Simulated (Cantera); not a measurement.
## Adiabatic ignition

An adiabatic, constant-volume homogeneous reactor starts with 15.3 % CO, 0.934 % H2, 16.2 % O2, 61.1 % N2, 6.43 % H2O, equivalence ratio 0.50, at 1098 K and 9.87 atm.

Model: GRI-Mech 3.0 (53 species, 325 reactions), integrated in Cantera. The hydrogen kinetics of GRI-Mech 3.0 are dated; newer H2 mechanisms differ, most at raised pressure.

```tsv
t (s)	T (K)	P (bar)	x CO	x H2	x O2	x OH	x N2O	x HO2
4.00e-6	1098	10.0	0.153	0.00934	0.162	4.67e-10	<1e-12	8.96e-9
9.65e-6	1098	10.0	0.153	0.00934	0.162	8.13e-10	<1e-12	3.30e-8
2.33e-5	1098	10.0	0.153	0.00934	0.162	1.57e-9	1.44e-12	1.02e-7
5.61e-5	1098	10.0	0.153	0.00934	0.162	3.94e-9	4.64e-12	3.22e-7
0.000135	1098	10.0	0.153	0.00934	0.162	1.49e-8	2.02e-11	1.34e-6
0.000326	1099	10.0	0.153	0.00931	0.162	1.22e-7	2.03e-10	1.07e-5
0.000787	1125	10.2	0.151	0.00880	0.161	1.21e-6	4.18e-9	6.21e-5
0.00190	2518	21.2	0.00484	0.000370	0.0870	0.00503	3.05e-6	1.45e-5
0.00458	2504	21.0	0.00460	0.000354	0.0836	0.00478	3.03e-6	1.36e-5
0.0110	2498	21.0	0.00450	0.000347	0.0822	0.00467	3.04e-6	1.32e-5
0.0266	2497	21.0	0.00449	0.000347	0.0821	0.00466	3.04e-6	1.32e-5
0.0642	2497	21.0	0.00449	0.000347	0.0821	0.00466	3.04e-6	1.32e-5
0.155	2497	21.0	0.00449	0.000347	0.0821	0.00466	3.04e-6	1.32e-5
0.373	2497	21.0	0.00449	0.000347	0.0821	0.00466	3.04e-6	1.32e-5
0.900	2497	21.0	0.00449	0.000347	0.0821	0.00466	3.04e-6	1.32e-5
```
x: mole fraction; the columns are a selection and need not sum to one.

```json
{
  "time_of_steepest_temperature_rise": "1.19 ms",
  "temperature at 0.900 s": "2497 K",
  "equilibrium_temperature": "2497 K",
  "x(CO) at 0.900 s": "0.00449 (gas-phase equilibrium 0.00449)",
  "x(H2) at 0.900 s": "0.000347 (gas-phase equilibrium 0.000347)",
  "x(O2) at 0.900 s": "0.0821 (gas-phase equilibrium 0.0821)"
}
```
